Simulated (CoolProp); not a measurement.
Water at 672.13 K and 1.24 MPa flows at 0.13 m/s in a round tube of 25 mm bore and 1.5 µm roughness, fully developed (64/Re and Nu = 3.66 if laminar; Colebrook and Gnielinski if turbulent). Each further row changes one setting.

Computed with CoolProp (reference Helmholtz-energy equation of state, Wagner 2002).

```csv
case,Reynolds number,Darcy friction factor,pressure drop (Pa/m),heat-transfer coefficient (W/(m² K)),mass flow (kg/h)
as stated,542,…,0.162,8.17,…
velocity 0.26 m/s,1080,0.0591,0.325,8.17,1.87
diameter 50 mm,1080,0.0591,0.0406,4.08,…
```

**Question.** Some entries are withheld; supply them.

**Answer.** 
- as stated, Darcy friction factor: 0.118
- as stated, mass flow (kg/h): 0.934
- diameter 50 mm, mass flow (kg/h): 3.73

Viscosity comes from a separate model (Huber 2009). Thermal conductivity comes from a separate model (Huber 2012).
